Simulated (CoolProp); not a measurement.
Model: reference Helmholtz-energy equation of state, Lemmon 2006, in CoolProp. It is a short technical equation, of lower accuracy than the large ones.

Problem. Give the vapour pressure (MPa), vapour viscosity (µPa s), liquid conductivity (mW/(m K)) of saturated C2F6 (R116) at 243.6 K.

Solution. 
```tsv
T (K)	p (MPa)	vapour viscosity (µPa s)	liquid conductivity (mW/(m K))
243.6	0.774	11.4	56.9
```

Viscosity comes from a separate model (Huber 2003), an estimate that may be off by 10 % or more. Thermal conductivity comes from a separate model (Huber 2003), an estimate that may be off by 10 % or more.
